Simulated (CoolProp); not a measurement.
Properties of R1336mzz(Z) along the isobar 3.6 MPa (Tc = 444.5 K, pc = 2.904 MPa, ω = 0.386).

The numbers come from the reference Helmholtz-energy equation of state, McLinden 2020 in CoolProp.

```csv
T (K),phase,density (kg/m³),cp (kJ/(kg K)),isothermal compressibility (1/MPa),fugacity coefficient
416.2,liquid,___,1.546,___,0.3877
422.7,liquid,962.1,1.599,0.02786,0.4234
429.1,liquid,924.2,1.670,0.03760,___
435.6,liquid,879.2,1.780,0.05503,___
442,liquid,823.9,___,0.09114,0.5331
448.5,supercritical,745.1,2.408,0.1996,0.5696
454.9,supercritical,601.1,4.069,0.8191,0.6035
461.3,supercritical,398.2,3.504,1.184,0.6314
467.8,supercritical,319.3,2.272,0.7889,0.6540
474.2,supercritical,281.3,1.866,0.6325,0.6733
480.7,supercritical,256.4,1.669,0.5495,0.6909
487.1,supercritical,238.6,___,0.4988,___
493.6,supercritical,224.4,___,0.4634,0.7217
500,supercritical,213.1,1.435,0.4379,0.7354
```

### Question
Complete the blanks.

### Answer

- 416.2, density (kg/m³): 996.1
- 416.2, isothermal compressibility (1/MPa): 0.02159
- 429.1, fugacity coefficient: 0.4594
- 435.6, fugacity coefficient: 0.4965
- 442, cp (kJ/(kg K)): 1.968
- 487.1, cp (kJ/(kg K)): 1.558
- 487.1, fugacity coefficient: 0.7068
- 493.6, cp (kJ/(kg K)): 1.485

The peak of cp marks the crossing from liquid-like to gas-like fluid above the critical point.
